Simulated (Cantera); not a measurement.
An adiabatic, constant-pressure homogeneous reactor starts with CH4 : O2 : N2 = 1 : 2.6 : 9.77 (molar parts), at 1425 K and 101000 Pa. Integrator tolerance rtol = 1e-08.

Detailed kinetics in Cantera: GRI-Mech 3.0 (53 species, 325 reactions).

Task: What does this change do: O2 2.6 to 2.1 parts?

Result: 
```
quantity                                                            before                                    after
---------------------------------  ---------------------------------------  ---------------------------------------
time of steepest temperature rise                                  2.30 ms                                  3.05 ms
temperature at 1.00 s                                               2610 K                                   2612 K
equilibrium temperature                                             2610 K                                   2612 K
x(CH4) at 1.00 s                     <1e-12 (gas-phase equilibrium <1e-12)    <1e-12 (gas-phase equilibrium <1e-12)
x(O2) at 1.00 s                      0.0440 (gas-phase equilibrium 0.0440)    0.0175 (gas-phase equilibrium 0.0175)
x(H2O) at 1.00 s                       0.131 (gas-phase equilibrium 0.131)      0.133 (gas-phase equilibrium 0.133)
x(C2H2) at 1.00 s                    <1e-12 (gas-phase equilibrium <1e-12)    <1e-12 (gas-phase equilibrium <1e-12)
x(H) at 1.00 s                     0.00316 (gas-phase equilibrium 0.00316)  0.00405 (gas-phase equilibrium 0.00405)
```
